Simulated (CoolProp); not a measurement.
Vapour-liquid equilibrium of R113 (1) + benzene (2) at 447.5 K; x and y are mole fractions of (1).

The numbers come from the multi-fluid Helmholtz-energy mixture model, Marx 1992 and Thol 2012; pair parameters Bell 2016 in CoolProp.

```json
[
 {"x": "0.05", "bubble pressure, mixture model (bar)": "___", "bubble pressure, Raoult's law (bar)": "9.749", "y, mixture model": "0.108", "y, Raoult's law": "0.095"},
 {"x": "0.125", "bubble pressure, mixture model (bar)": "11.10", "bubble pressure, Raoult's law (bar)": "10.44", "y, mixture model": "0.235", "y, Raoult's law": "0.222"},
 {"x": "0.2", "bubble pressure, mixture model (bar)": "12.01", "bubble pressure, Raoult's law (bar)": "11.13", "y, mixture model": "0.335", "y, Raoult's law": "0.333"},
 {"x": "0.275", "bubble pressure, mixture model (bar)": "___", "bubble pressure, Raoult's law (bar)": "11.82", "y, mixture model": "0.418", "y, Raoult's law": "0.430"},
 {"x": "0.35", "bubble pressure, mixture model (bar)": "13.57", "bubble pressure, Raoult's law (bar)": "12.52", "y, mixture model": "0.490", "y, Raoult's law": "0.518"},
 {"x": "0.425", "bubble pressure, mixture model (bar)": "14.26", "bubble pressure, Raoult's law (bar)": "13.21", "y, mixture model": "0.555", "y, Raoult's law": "0.596"},
 {"x": "0.5", "bubble pressure, mixture model (bar)": "14.90", "bubble pressure, Raoult's law (bar)": "13.90", "y, mixture model": "___", "y, Raoult's law": "0.666"},
 {"x": "0.575", "bubble pressure, mixture model (bar)": "___", "bubble pressure, Raoult's law (bar)": "14.59", "y, mixture model": "0.674", "y, Raoult's law": "0.729"},
 {"x": "0.65", "bubble pressure, mixture model (bar)": "___", "bubble pressure, Raoult's law (bar)": "15.28", "y, mixture model": "0.731", "y, Raoult's law": "0.787"},
 {"x": "0.725", "bubble pressure, mixture model (bar)": "16.64", "bubble pressure, Raoult's law (bar)": "15.97", "y, mixture model": "0.787", "y, Raoult's law": "0.840"},
 {"x": "0.8", "bubble pressure, mixture model (bar)": "___", "bubble pressure, Raoult's law (bar)": "16.66", "y, mixture model": "0.844", "y, Raoult's law": "0.889"},
 {"x": "0.875", "bubble pressure, mixture model (bar)": "___", "bubble pressure, Raoult's law (bar)": "17.36", "y, mixture model": "0.902", "y, Raoult's law": "0.933"},
 {"x": "0.95", "bubble pressure, mixture model (bar)": "18.19", "bubble pressure, Raoult's law (bar)": "18.05", "y, mixture model": "0.960", "y, Raoult's law": "0.974"}
]
```

Problem. What belongs in the gaps?

Solution. 
- 0.05, bubble pressure, mixture model (bar): 10.06
- 0.275, bubble pressure, mixture model (bar): 12.83
- 0.5, y, mixture model: 0.616
- 0.575, bubble pressure, mixture model (bar): 15.51
- 0.65, bubble pressure, mixture model (bar): 16.09
- 0.8, bubble pressure, mixture model (bar): 17.18
- 0.875, bubble pressure, mixture model (bar): 17.69

The largest gap from Raoult's law is +8.5 % in bubble pressure, at x = 0.275. No azeotrope shows between x = 0.05 and 0.95.

The pair parameters rest on a limited set of measurements; away from them the model extrapolates.
